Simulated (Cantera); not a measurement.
What does this Cantera script print?

```python
import numpy as np
import cantera as ct

gas_names = [...]  # 45 gases of nasa_gas.yaml made of Al, Cl, H, N, O
cond_names = """
    AL(cr) AL(L) ALCL3(s) ALCL3(L) ALN(s) AL2O3(a) AL2O3(L) H2O(s) H2O(L) NH4CL(a) NH4CL(b)
""".split()


# ... load() reads the species with a 1 bar reference pressure and builds the phases ...
atoms = {
    'Al2O3': {'AL': 2, 'O': 3},
    'Cl2': {'CL': 2},
    'N2': {'N': 2},
    'HCl': {'H': 1, 'CL': 1},
}
top_T = {'ALN(s)': 2750}  # K; cautious upper limits of use, not melting points


# ... equilibrate(T, P, feed) seeds the gas with the atoms and calls Mixture.equilibrate('TP', solver="vcs", rtol=1e-11, max_steps=5000) ...
results = []
T = 748  # K
P = 1333.22  # Pa
for m in [1.7, 2.3, 3.2, 4.5, 6.3, 8.7, 12, 17, 23, 32, 45, 62, 87]:
    feed = {'Al2O3': 1, 'Cl2': 5.1, 'N2': 0.73, 'HCl': m}  # mol
    mix = equilibrate(T, P, feed)
    results.append((T, P, feed, dict(zip(mix.species_names, mix.species_moles))))
    x = sorted(zip(gas.X, gas.species_names), reverse=True)
    print(f"T = {T:g} K  P = {P:g} Pa  n(HCl) = {m:g} mol  gas = {mix.phase_moles(0):.4g} mol")
    print("   x: " + "  ".join(f"{s} {v:.3e}" for v, s in x if v > 1e-05))
    print("   condensed (mol): " + ("  ".join(f"{mix.phase(i).name} {mix.phase_moles(i):.4g}"
          for i in range(1, mix.n_phases) if mix.phase_moles(i) > 1e-12) or "none"))
```

Output:

```
T = 748 K  P = 1333.22 Pa  n(HCl) = 1.7 mol  gas = 7.53 mol
   x: CL2 6.773e-01  HCL 2.258e-01  N2 9.694e-02  CL 1.834e-05
   condensed (mol): AL2O3(a) 1
T = 748 K  P = 1333.22 Pa  n(HCl) = 2.3 mol  gas = 8.13 mol
   x: CL2 6.273e-01  HCL 2.829e-01  N2 8.979e-02  CL 1.765e-05
   condensed (mol): AL2O3(a) 1
T = 748 K  P = 1333.22 Pa  n(HCl) = 3.2 mol  gas = 9.03 mol
   x: CL2 5.648e-01  HCL 3.544e-01  N2 8.084e-02  CL 1.675e-05
   condensed (mol): AL2O3(a) 1
T = 748 K  P = 1333.22 Pa  n(HCl) = 4.5 mol  gas = 10.33 mol
   x: CL2 4.937e-01  HCL 4.356e-01  N2 7.067e-02  CL 1.566e-05
   condensed (mol): AL2O3(a) 1
T = 748 K  P = 1333.22 Pa  n(HCl) = 6.3 mol  gas = 12.13 mol
   x: HCL 5.194e-01  CL2 4.204e-01  N2 6.018e-02  CL 1.445e-05
   condensed (mol): AL2O3(a) 1
T = 748 K  P = 1333.22 Pa  n(HCl) = 8.7 mol  gas = 14.53 mol
   x: HCL 5.987e-01  CL2 3.510e-01  N2 5.024e-02  CL 1.320e-05
   condensed (mol): AL2O3(a) 1
T = 748 K  P = 1333.22 Pa  n(HCl) = 12 mol  gas = 17.83 mol
   x: HCL 6.730e-01  CL2 2.860e-01  N2 4.094e-02  CL 1.192e-05
   condensed (mol): AL2O3(a) 0.9999
T = 748 K  P = 1333.22 Pa  n(HCl) = 17 mol  gas = 22.83 mol
   x: HCL 7.446e-01  CL2 2.234e-01  N2 3.198e-02  H2O 1.128e-05  CL 1.053e-05
   condensed (mol): AL2O3(a) 0.9999
T = 748 K  P = 1333.22 Pa  n(HCl) = 23 mol  gas = 28.83 mol
   x: HCL 7.978e-01  CL2 1.769e-01  N2 2.532e-02  H2O 1.225e-05
   condensed (mol): AL2O3(a) 0.9999
T = 748 K  P = 1333.22 Pa  n(HCl) = 32 mol  gas = 37.83 mol
   x: HCL 8.459e-01  CL2 1.348e-01  N2 1.930e-02  H2O 1.314e-05
   condensed (mol): AL2O3(a) 0.9998
T = 748 K  P = 1333.22 Pa  n(HCl) = 45 mol  gas = 50.83 mol
   x: HCL 8.853e-01  CL2 1.003e-01  N2 1.436e-02  H2O 1.388e-05
   condensed (mol): AL2O3(a) 0.9998
T = 748 K  P = 1333.22 Pa  n(HCl) = 62 mol  gas = 67.83 mol
   x: HCL 9.140e-01  CL2 7.519e-02  N2 1.076e-02  H2O 1.442e-05
   condensed (mol): AL2O3(a) 0.9997
T = 748 K  P = 1333.22 Pa  n(HCl) = 87 mol  gas = 92.83 mol
   x: HCL 9.372e-01  CL2 5.494e-02  N2 7.864e-03  H2O 1.486e-05
   condensed (mol): AL2O3(a) 0.9995
```

These are equilibrium values from Cantera (NASA tables, ideal gas, pure condensed phases), not measurements of a reactor. Condensed phases not in the tables: AlOCl.
